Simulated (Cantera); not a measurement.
Input (Python, Cantera) and output of one run.

```python
import numpy as np
import cantera as ct

gas_names = """
    H HO2 H2 H2O H2O2 H2S H2SO4 O OH O2 O3 S SH SO SO2 SO3 S2 S2O S8
""".split()
cond_names = """
    H2O(s) H2O(L) H2SO4(L) S(cr1) S(cr2) S(L)
""".split()


# ... load() reads the species with a 1 bar reference pressure and builds the phases ...
atoms = {
    'H2S': {'H': 2, 'S': 1},
    'O2': {'O': 2},
}
top_T = {}  # K; cautious upper limits of use, not melting points


# ... equilibrate(T, P, feed) seeds the gas with the atoms and calls Mixture.equilibrate('TP', solver="vcs", rtol=1e-11, max_steps=5000) ...
results = []
feed = {'H2S': 1, 'O2': 0.36}  # mol
P = 10000  # Pa
for T in [1525, 1575, 1625, 1675, 1725, 1775, 1825, 1875, 1925, 1975]:
    mix = equilibrate(T, P, feed)
    results.append((T, P, feed, dict(zip(mix.species_names, mix.species_moles))))
    x = sorted(zip(gas.X, gas.species_names), reverse=True)
    print(f"T = {T:g} K  P = {P:g} Pa  gas = {mix.phase_moles(0):.4g} mol")
    print("   x: " + "  ".join(f"{s} {v:.3e}" for v, s in x if v > 1e-06))
    print("   condensed (mol): " + ("  ".join(f"{mix.phase(i).name} {mix.phase_moles(i):.4g}"
          for i in range(1, mix.n_phases) if mix.phase_moles(i) > 1e-12) or "none"))
```

Output:

```
T = 1525 K  P = 10000 Pa  gas = 1.459 mol
   x: H2O 4.306e-01  S2 2.789e-01  H2 1.645e-01  H2S 8.857e-02  SO2 2.946e-02  SH 3.825e-03  SO 2.235e-03  S2O 1.841e-03  S 9.040e-05  H 3.034e-05  OH 2.465e-06
   condensed (mol): none
T = 1575 K  P = 10000 Pa  gas = 1.469 mol
   x: H2O 4.194e-01  S2 2.790e-01  H2 1.810e-01  H2S 7.770e-02  SO2 3.273e-02  SH 4.833e-03  SO 3.193e-03  S2O 1.923e-03  S 1.558e-04  H 5.591e-05  OH 4.706e-06
   condensed (mol): none
T = 1625 K  P = 10000 Pa  gas = 1.48 mol
   x: H2O 4.076e-01  S2 2.783e-01  H2 1.969e-01  H2S 6.821e-02  SO2 3.623e-02  SH 5.992e-03  SO 4.463e-03  S2O 2.000e-03  S 2.592e-04  H 9.899e-05  OH 8.630e-06
   condensed (mol): none
T = 1675 K  P = 10000 Pa  gas = 1.49 mol
   x: H2O 3.953e-01  S2 2.766e-01  H2 2.121e-01  H2S 5.998e-02  SO2 3.988e-02  SH 7.305e-03  SO 6.110e-03  S2O 2.070e-03  S 4.177e-04  H 1.691e-04  OH 1.524e-05
   condensed (mol): none
T = 1725 K  P = 10000 Pa  gas = 1.5 mol
   x: H2O 3.825e-01  S2 2.742e-01  H2 2.268e-01  H2S 5.286e-02  SO2 4.358e-02  SH 8.773e-03  SO 8.201e-03  S2O 2.132e-03  S 6.538e-04  H 2.797e-04  OH 2.599e-05
   condensed (mol): none
T = 1775 K  P = 10000 Pa  gas = 1.51 mol
   x: H2O 3.694e-01  S2 2.709e-01  H2 2.408e-01  SO2 4.724e-02  H2S 4.670e-02  SO 1.080e-02  SH 1.039e-02  S2O 2.182e-03  S 9.962e-04  H 4.492e-04  OH 4.291e-05
   condensed (mol): none
T = 1825 K  P = 10000 Pa  gas = 1.519 mol
   x: H2O 3.560e-01  S2 2.670e-01  H2 2.543e-01  SO2 5.078e-02  H2S 4.136e-02  SO 1.397e-02  SH 1.216e-02  S2O 2.220e-03  S 1.481e-03  H 7.022e-04  OH 6.874e-05
   condensed (mol): none
T = 1875 K  P = 10000 Pa  gas = 1.529 mol
   x: H2O 3.425e-01  H2 2.670e-01  S2 2.623e-01  SO2 5.410e-02  H2S 3.672e-02  SO 1.775e-02  SH 1.407e-02  S2O 2.244e-03  S 2.152e-03  H 1.071e-03  OH 1.071e-04
   condensed (mol): none
T = 1925 K  P = 10000 Pa  gas = 1.54 mol
   x: H2O 3.287e-01  H2 2.792e-01  S2 2.569e-01  SO2 5.714e-02  H2S 3.267e-02  SO 2.221e-02  SH 1.610e-02  S 3.061e-03  S2O 2.255e-03  H 1.597e-03  OH 1.626e-04
   condensed (mol): none
T = 1975 K  P = 10000 Pa  gas = 1.55 mol
   x: H2O 3.149e-01  H2 2.906e-01  S2 2.509e-01  SO2 5.983e-02  H2S 2.912e-02  SO 2.735e-02  SH 1.825e-02  S 4.268e-03  H 2.333e-03  S2O 2.250e-03  OH 2.409e-04  O 1.423e-06
   condensed (mol): none
```

Method: chemical equilibrium by Gibbs-energy minimisation in Cantera with the NASA 1993 tables (ideal gas, pure condensed phases).
